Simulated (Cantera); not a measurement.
A perfectly stirred reactor is fed with 9.09 % H2, 4.78 % O2, 86.1 % N2, equivalence ratio 0.95, at 0.132 atm; it is held at 1350 K, and followed from long to short residence time.

Model: GRI-Mech 3.0 (53 species, 325 reactions), integrated in Cantera. The temperature is held fixed by assumption; the heat of reaction is taken as removed at once.

One state of this run: x H2 = 0.00661; x O2 = 0.00638; x HO2 = 5.13e-7; x H2O = 0.0845; x H = 0.00552; x NO = 9.14e-6; x H2O2 = 1.52e-7. x: mole fraction; the columns are a selection and need not sum to one.

Problem. Which value of τ (s) does it belong to?
A) 0.069
B) 0.14
C) 0.0040
D) 0.00095

Solution. A, 0.069
